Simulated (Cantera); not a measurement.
A Cantera script and what it prints.

```python
import numpy as np
import cantera as ct

gas_names = [...]  # 113 gases of nasa_gas.yaml made of C, Cu, H, O
cond_names = """
    C(gr) C6H6(L) C7H8(L) C8H18(L),n-octa Cu(cr) Cu(L) CuO(s) CuO2H2(s) Cu2O(s) Cu2O(L) H2O(s) H2O(L)
""".split()


# ... load() reads the species with a 1 bar reference pressure and builds the phases ...
atoms = {
    'CuO': {'Cu': 1, 'O': 1},
    'C': {'C': 1},
    'H2': {'H': 2},
}
top_T = {'C(gr)': 4500, 'CuO(s)': 1390}  # K; cautious upper limits of use, not melting points


# ... equilibrate(T, P, feed) seeds the gas with the atoms and calls Mixture.equilibrate('TP', solver="vcs", rtol=1e-11, max_steps=5000) ...
results = []
feed = {'CuO': 1, 'C': 1.3, 'H2': 2.4}  # mol
P = 370  # Pa
for T in [1673, 1748, 1823, 1898, 1973, 2048, 2123, 2198, 2273, 2348, 2423]:
    mix = equilibrate(T, P, feed)
    results.append((T, P, feed, dict(zip(mix.species_names, mix.species_moles))))
    x = sorted(zip(gas.X, gas.species_names), reverse=True)
    print(f"T = {T:g} K  P = {P:g} Pa  gas = {mix.phase_moles(0):.4g} mol")
    print("   x: " + "  ".join(f"{s} {v:.3e}" for v, s in x if v > 1e-06))
    print("   condensed (mol): " + ("  ".join(f"{mix.phase(i).name} {mix.phase_moles(i):.4g}"
          for i in range(1, mix.n_phases) if mix.phase_moles(i) > 1e-12) or "none"))
```

Output:

```
T = 1673 K  P = 370 Pa  gas = 3.508 mol
   x: H2 6.833e-01  CO 2.850e-01  Cu 3.004e-02  H 1.548e-03  C2H2,acetylene 3.893e-05  Cu2 3.175e-05  CH4 2.097e-06
   condensed (mol): C(gr) 0.2997  Cu(L) 0.8944
T = 1748 K  P = 370 Pa  gas = 3.697 mol
   x: H2 6.476e-01  CO 2.705e-01  Cu 7.875e-02  H 3.023e-03  Cu2 1.197e-04  C2H2,acetylene 7.312e-05  CH4 1.427e-06
   condensed (mol): C(gr) 0.2995  Cu(L) 0.708
T = 1823 K  P = 370 Pa  gas = 4.215 mol
   x: H2 5.666e-01  CO 2.373e-01  Cu 1.903e-01  H 5.361e-03  Cu2 4.023e-04  C2H2,acetylene 1.198e-04
   condensed (mol): C(gr) 0.299  Cu(L) 0.1947
T = 1898 K  P = 370 Pa  gas = 4.419 mol
   x: H2 5.382e-01  CO 2.263e-01  Cu 2.256e-01  H 9.427e-03  Cu2 3.400e-04  C2H2,acetylene 2.025e-04
   condensed (mol): C(gr) 0.2982
T = 1973 K  P = 370 Pa  gas = 4.435 mol
   x: H2 5.327e-01  CO 2.255e-01  Cu 2.251e-01  H 1.619e-02  C2H2,acetylene 3.413e-04  Cu2 2.113e-04
   condensed (mol): C(gr) 0.297
T = 2048 K  P = 370 Pa  gas = 4.459 mol
   x: H2 5.244e-01  CO 2.243e-01  Cu 2.240e-01  H 2.666e-02  C2H2,acetylene 5.497e-04  Cu2 1.352e-04
   condensed (mol): C(gr) 0.2951
T = 2123 K  P = 370 Pa  gas = 4.494 mol
   x: H2 5.120e-01  CO 2.225e-01  Cu 2.223e-01  H 4.220e-02  C2H2,acetylene 8.480e-04  Cu2 8.865e-05  C2H 1.938e-06
   condensed (mol): C(gr) 0.2923
T = 2198 K  P = 370 Pa  gas = 4.546 mol
   x: H2 4.945e-01  CO 2.200e-01  Cu 2.199e-01  H 6.438e-02  C2H2,acetylene 1.253e-03  Cu2 5.929e-05  C2H 5.621e-06  C4H2 1.294e-06
   condensed (mol): C(gr) 0.2885
T = 2273 K  P = 370 Pa  gas = 4.619 mol
   x: H2 4.705e-01  CO 2.165e-01  Cu 2.164e-01  H 9.473e-02  C2H2,acetylene 1.774e-03  Cu2 4.027e-05  C2H 1.505e-05  C4H2 2.735e-06  C3 2.728e-06  C 1.450e-06
   condensed (mol): C(gr) 0.2834
T = 2348 K  P = 370 Pa  gas = 4.717 mol
   x: H2 4.391e-01  CO 2.120e-01  Cu 2.119e-01  H 1.345e-01  C2H2,acetylene 2.399e-03  C2H 3.740e-05  Cu2 2.766e-05  C3 1.077e-05  C4H2 5.382e-06  C 4.857e-06  C2H2,vinylidene 1.080e-06
   condensed (mol): C(gr) 0.2767
T = 2423 K  P = 370 Pa  gas = 4.847 mol
   x: H2 3.998e-01  CO 2.063e-01  Cu 2.063e-01  H 1.843e-01  C2H2,acetylene 3.094e-03  C2H 8.651e-05  C3 3.898e-05  Cu2 1.915e-05  C 1.509e-05  C4H2 9.859e-06  C2 3.540e-06  C2H2,vinylidene 1.842e-06
   condensed (mol): C(gr) 0.2683
```

Equilibrium computed with Cantera from the NASA thermochemical tables; the gas is ideal and each condensed phase is pure.
